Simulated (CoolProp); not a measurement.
Vapour-liquid equilibrium of acetone (1) + n-dodecane (2) at 117 kPa; x and y are mole fractions of (1).

Computed with CoolProp (multi-fluid Helmholtz-energy mixture model, Lemmon 2006 and Lemmon 2004; pair parameters Bell 2016).

```
x      bubble temperature (K)  y at the bubble point  dew temperature at overall composition x (K)  liquid density (mol/L)
-----  ----------------------  ---------------------  --------------------------------------------  ----------------------
0.05                      ___                  0.682                                           ___                   3.821
0.125                   400.2                  0.947                                         489.7                   4.323
0.2                     372.6                  0.985                                         485.9                   4.746
0.275                   357.7                  0.993                                         481.8                   5.146
0.35                    349.3                  0.996                                         477.4                   5.555
0.425                   344.8                  0.997                                         472.7                   5.992
0.5                       ___                  0.998                                         467.4                     ___
0.575                   341.1                  0.998                                           ___                   7.013
0.65                      ___                  0.998                                         454.7                   7.638
0.725                   339.5                  0.998                                         446.7                   8.372
0.8                       ___                  0.998                                         436.6                   9.255
0.875                   336.9                  0.999                                         422.7                   10.34
0.95                    335.0                  0.999                                           ___                   11.69
```

### Question
Fill in the missing entries.

### Answer

- 0.05, bubble temperature (K): 451.5
- 0.05, dew temperature at overall composition x (K): 493.3
- 0.5, bubble temperature (K): 342.4
- 0.5, liquid density (mol/L): 6.472
- 0.575, dew temperature at overall composition x (K): 461.5
- 0.65, bubble temperature (K): 340.3
- 0.8, bubble temperature (K): 338.4
- 0.95, dew temperature at overall composition x (K): 398.9

No azeotrope shows between x = 0.05 and 0.95.

Pair parameters are fitted to limited data, so mixtures are less certain than the pure fluids. The gap from Raoult's law changes sign with composition, which may be real or a fault of the pair parameters; it wasn't checked against measurements. With so large a gap from Raoult's law the liquid may split in two, which this calculation doesn't test in full.
